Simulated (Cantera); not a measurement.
An adiabatic, constant-volume homogeneous reactor starts with CO : H₂ : O₂ : N₂ : H₂O = 1 : 0.51 : 1.24 : 4.65 : 0.42 (molar parts), equivalence ratio 0.61, at 1423 K and 1.00 atm. Integrator tolerance rtol = 1e-08.

Computed with Cantera and GRI-Mech 3.0 (53 species, 325 reactions).

Task: What does this change do: CO 1 to 0.37 parts?

Result: 
```tsv
quantity	before	after
time of steepest temperature rise	28.1 µs	26.4 µs
temperature at 0.800 s	2670 K	2376 K
equilibrium temperature	2670 K	2376 K
x(CO) at 0.800 s	0.0274 (gas-phase equilibrium 0.0274)	0.00231 (gas-phase equilibrium 0.00231)
x(H₂) at 0.800 s	0.00427 (gas-phase equilibrium 0.00427)	0.000999 (gas-phase equilibrium 0.000999)
x(O₂) at 0.800 s	0.0683 (gas-phase equilibrium 0.0683)	0.110 (gas-phase equilibrium 0.110)
x(H) at 0.800 s	0.00251 (gas-phase equilibrium 0.00251)	0.000357 (gas-phase equilibrium 0.000357)
x(H₂O) at 0.800 s	0.114 (gas-phase equilibrium 0.114)	0.132 (gas-phase equilibrium 0.132)
```

Task: What does this change do: H2O 0.42 to 1.1 parts?

Result: 
| quantity | before | after |
|---|---|---|
| time of steepest temperature rise | 28.1 µs | 31.2 µs |
| temperature at 0.800 s | 2670 K | 2586 K |
| equilibrium temperature | 2670 K | 2586 K |
| x(CO) at 0.800 s | 0.0274 (gas-phase equilibrium 0.0274) | 0.0190 (gas-phase equilibrium 0.0190) |
| x(H₂) at 0.800 s | 0.00427 (gas-phase equilibrium 0.00427) | 0.00521 (gas-phase equilibrium 0.00521) |
| x(O₂) at 0.800 s | 0.0683 (gas-phase equilibrium 0.0683) | 0.0615 (gas-phase equilibrium 0.0615) |
| x(H) at 0.800 s | 0.00251 (gas-phase equilibrium 0.00251) | 0.00201 (gas-phase equilibrium 0.00201) |
| x(H₂O) at 0.800 s | 0.114 (gas-phase equilibrium 0.114) | 0.189 (gas-phase equilibrium 0.189) |
